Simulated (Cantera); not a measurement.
An adiabatic, constant-pressure homogeneous reactor starts with CH4 : H2 : O2 : N2 : CO2 = 1 : 0.38 : 2.35 : 8.85 : 1.6 (molar parts), at 1425 K and 760 Torr. Integrator tolerance rtol = 1e-08.

Detailed kinetics in Cantera: GRI-Mech 3.0 (53 species, 325 reactions).

Problem. What does this change do: pressure from 760 Torr to 12000 Torr?

Solution. 
```
quantity                                                              before                                      after
---------------------------------  -----------------------------------------  -----------------------------------------
time of steepest temperature rise                                   0.633 ms                                    67.4 µs
temperature at 0.400 s                                                2531 K                                     2671 K
equilibrium temperature                                               2531 K                                     2671 K
x(CH4) at 0.400 s                      <1e-12 (gas-phase equilibrium <1e-12)      <1e-12 (gas-phase equilibrium <1e-12)
x(H2) at 0.400 s                     0.00650 (gas-phase equilibrium 0.00650)    0.00374 (gas-phase equilibrium 0.00374)
x(O2) at 0.400 s                       0.0260 (gas-phase equilibrium 0.0260)      0.0190 (gas-phase equilibrium 0.0190)
x(C2H) at 0.400 s                      <1e-12 (gas-phase equilibrium <1e-12)      <1e-12 (gas-phase equilibrium <1e-12)
x(CH2O) at 0.400 s                 1.01e-10 (gas-phase equilibrium 1.01e-10)  5.94e-10 (gas-phase equilibrium 5.94e-10)
x(NO2) at 0.400 s                    2.30e-6 (gas-phase equilibrium 2.30e-6)    7.34e-6 (gas-phase equilibrium 7.34e-6)
x(NO) at 0.400 s                     0.00755 (gas-phase equilibrium 0.00755)    0.00813 (gas-phase equilibrium 0.00813)
```
The pressure lies above the range GRI-Mech 3.0 was tuned for (to about 10 atm).

Problem. What does this change do: N2 8.85 to 18 parts?

Solution. 
```json
[
 {"quantity": "time of steepest temperature rise", "before": "0.633 ms", "after": "1.10 ms"},
 {"quantity": "temperature at 0.400 s", "before": "2531 K", "after": "2287 K"},
 {"quantity": "equilibrium temperature", "before": "2531 K", "after": "2287 K"},
 {"quantity": "x(CH4) at 0.400 s", "before": "<1e-12 (gas-phase equilibrium <1e-12)", "after": "<1e-12 (gas-phase equilibrium <1e-12)"},
 {"quantity": "x(H2) at 0.400 s", "before": "0.00650 (gas-phase equilibrium 0.00650)", "after": "0.00185 (gas-phase equilibrium 0.00185)"},
 {"quantity": "x(O2) at 0.400 s", "before": "0.0260 (gas-phase equilibrium 0.0260)", "after": "0.0104 (gas-phase equilibrium 0.0104)"},
 {"quantity": "x(C2H) at 0.400 s", "before": "<1e-12 (gas-phase equilibrium <1e-12)", "after": "<1e-12 (gas-phase equilibrium <1e-12)"},
 {"quantity": "x(CH2O) at 0.400 s", "before": "1.01e-10 (gas-phase equilibrium 1.01e-10)", "after": "7.95e-12 (gas-phase equilibrium 7.95e-12)"},
 {"quantity": "x(NO2) at 0.400 s", "before": "2.30e-6 (gas-phase equilibrium 2.30e-6)", "after": "8.52e-7 (gas-phase equilibrium 8.58e-7)"},
 {"quantity": "x(NO) at 0.400 s", "before": "0.00755 (gas-phase equilibrium 0.00755)", "after": "0.00335 (gas-phase equilibrium 0.00337)"}
]
```
